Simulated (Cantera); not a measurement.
Input (Python, Cantera) and output of one run.

```python
import numpy as np
import cantera as ct

gas_names = """
    CL CL2 H HCL H2 Si SiCL SiCL2 SiCL3 SiCL4 SiH SiHCL3 SiH2 SiH2CL2 SiH3 SiH3CL SiH4 Si2 Si3
""".split()
cond_names = """
    Si(cr) Si(L)
""".split()


def load(file, names, dense=False):
    # The tables refer to 1 bar. Condensed volumes are neglected.
    table = {s.name: s for s in ct.Species.list_from_file(file)}
    out = []
    for n in names:
        d = dict(table[n].input_data)
        d["thermo"] = dict(d["thermo"], **{"reference-pressure": 1e5})
        if dense:
            d["equation-of-state"] = {"model": "constant-volume", "density": "1e6 g/cm^3"}
        out.append(ct.Species.from_dict(d))
    return out


gas = ct.Solution(thermo="ideal-gas", species=load("nasa_gas.yaml", gas_names))
cond = {s.name: ct.Solution(thermo="fixed-stoichiometry", species=[s], name=s.name)
        for s in load("nasa_condensed.yaml", cond_names, dense=True)}
atoms = {
    'Si': {'Si': 1},
    'HCl': {'H': 1, 'CL': 1},
    'H2': {'H': 2},
}
top_T = {}  # K; cautious upper limits of use, not melting points


def equilibrate(T, P, feed):
    n = {}
    for name, mol in feed.items():
        for a, k in atoms[name].items():
            n[a] = n.get(a, 0.0) + k * mol
    gas.TPX = T, P, n
    mass = sum(n.values()) * gas.mean_molecular_weight
    gas.equilibrate("TP")
    valid = [c for c in cond.values() if c.min_temp <= T <= top_T.get(c.name, c.max_temp)]
    mix = ct.Mixture([(gas, mass / gas.mean_molecular_weight)] + [(c, 0.0) for c in valid])
    mix.T, mix.P = T, P
    mix.equilibrate("TP", solver="vcs", rtol=1e-11, max_steps=5000)
    return mix


results = []
feed = {'Si': 1, 'HCl': 0.68, 'H2': 3.2}  # mol
P = 14000  # Pa
for T in [573, 648, 723, 798, 873, 948, 1023, 1098, 1173, 1248, 1323]:
    mix = equilibrate(T, P, feed)
    results.append((T, P, feed, dict(zip(mix.species_names, mix.species_moles))))

top = {s: max(r[3][s] / sum(r[3][g] for g in gas_names) for r in results) for s in gas_names}
cols = sorted((s for s in top if top[s] > 0.0001), key=lambda s: -top[s])[:5]
seen = [c for c in cond_names if any(r[3].get(c, 0) > 1e-12 for r in results)]
print("log10 of partial pressures in bar; condensed amounts in mol")
print(f"{'T/K':>10s}" + "".join(f"{s[:9]:>10s}" for s in cols + seen))
for T, P, feed, n in results:
    ng = sum(n[g] for g in gas_names)
    print(f"{T:10.4g}" + "".join(f"{np.log10(max(n[s] / ng * P / 1e5, 1e-99)):10.3f}" for s in cols)
          + "".join(f"{n.get(c, 0):10.4g}" for c in seen))
```

Result:

```
log10 of partial pressures in bar; condensed amounts in mol
       T/K        H2       HCL     SiCL4     SiCL2    SiHCL3    Si(cr)
       573    -0.877    -5.475    -2.345   -10.496    -2.598    0.8125
       648    -0.877    -4.713    -2.340    -8.796    -2.612     0.813
       723    -0.877    -4.112    -2.337    -7.454    -2.626    0.8138
       798    -0.877    -3.627    -2.336    -6.369    -2.641    0.8152
       873    -0.878    -3.229    -2.339    -5.476    -2.658    0.8179
       948    -0.879    -2.897    -2.352    -4.733    -2.680    0.8227
      1023    -0.882    -2.620    -2.379    -4.109    -2.713    0.8299
      1098    -0.886    -2.390    -2.432    -3.587    -2.765    0.8392
      1173    -0.892    -2.204    -2.526    -3.159    -2.847    0.8488
      1248    -0.900    -2.061    -2.688    -2.823    -2.980    0.8559
      1323    -0.907    -1.963    -2.945    -2.583    -3.183    0.8583
```

Method: chemical equilibrium by Gibbs-energy minimisation in Cantera with the NASA 1993 tables (ideal gas, pure condensed phases). The tables' values for SiCl3 are old estimates; treat these amounts as uncertain.
